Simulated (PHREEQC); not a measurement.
A solution holds 0.035 mol CuSO4, 0.0016 mol MgSO4, 0.042 mol HCl and 0.0035 mol NaCl per kg of water, at 80 °C. Closed to the air; pH follows from the charge balance.

The numbers come from PHREEQC with the ion-association model, phreeqc.dat.

```yaml
pH: 1.80
ionic_strength: 0.107 mol/kgw
density: 0.978 g/cm³
total_alkalinity: -42.0 meq/kg
```

| species | molality | activity | log γ |
|---|---|---|---|
| Cl- | 0.0377 | 0.0278 | -0.131 |
| HSO4- | 0.0222 | 0.0168 | -0.122 |
| Cu+2 | 0.0217 | 0.00772 | -0.449 |
| H+ | 0.0198 | 0.0159 | -0.094 |
| SO4-2 | 0.00806 | 0.00264 | -0.485 |
| CuCl+ | 0.00757 | 0.00562 | -0.129 |
| CuSO4 | 0.00559 | 0.00573 | 0.011 |
| Na+ | 0.00344 | 0.00261 | -0.120 |
| Mg+2 | 0.000931 | 0.000336 | -0.443 |
| MgSO4 | 0.000669 | 0.000686 | 0.011 |
| CuCl2 | 0.000135 | 0.000139 | 0.011 |
| NaSO4- | 6.06e-5 | 4.63e-5 | -0.117 |
| CuCl3- | 4.20e-8 | 3.12e-8 | -0.129 |

No solid was allowed to form. Species that the database lacks are ignored. At this temperature some constants are extrapolated from 25 °C, and those without enthalpy data are left unchanged.
